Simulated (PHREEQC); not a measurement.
A made-up water analysis in mg/L, 40 °C, pH 6.45, pe 12.1:

| constituent | mg/L |
|---|---|
| Na | 2.46 |
| K | 5.58 |
| Ca | 26.5 |
| Mg | 0.38 |
| Cl | 6.13 |
| S(6) as SO4 | 47.1 |
| Alkalinity as HCO3 | 30.9 |
| O(0) (dissolved oxygen) | 0.00703 |
| Li | 0.0137 |
| N(5) as NO3 | 0.236 |
| Cu(2) | 0.0934 |
| Sr | 0.125 |

Valence states are taken as typed.

Equilibrium calculation in PHREEQC: ion-association model, wateq4f.dat.

```json
[
 {"quantity": "ionic strength (mol/kgw)", "before": "0.00263", "after": "0.00263"},
 {"quantity": "Ca+2 (mol/kgw)", "before": "0.000617", "after": "0.000617"},
 {"quantity": "HCO3- (mol/kgw)", "before": "0.000502", "after": "0.000503"},
 {"quantity": "SO4-2 (mol/kgw)", "before": "0.000448", "after": "0.000448"},
 {"quantity": "CO2 (mol/kgw)", "before": "0.000333", "after": "0.000666"},
 {"quantity": "CaSO4 (mol/kgw)", "before": "4.00e-5", "after": "4.00e-5"},
 {"quantity": "SI of Tenorite (CuO)", "before": "-0.36", "after": "-0.89"},
 {"quantity": "SI of Malachite (Cu2(OH)2CO3)", "before": "-0.79", "after": "-1.53"}
]
```

**Question.** Which change was made?
A. temperature from 40 to 15 °C at the same typed pH
B. pH from 6.45 to 6.15 at the same alkalinity
C. all concentrations times 4 at the same typed pH
D. pH from 6.45 to 7.45 at the same alkalinity

**Answer.** B, pH from 6.45 to 6.15 at the same alkalinity

No solid was allowed to form. Away from 25 °C the constants follow the database's enthalpies or fits; those with neither stay at their 25 °C values.
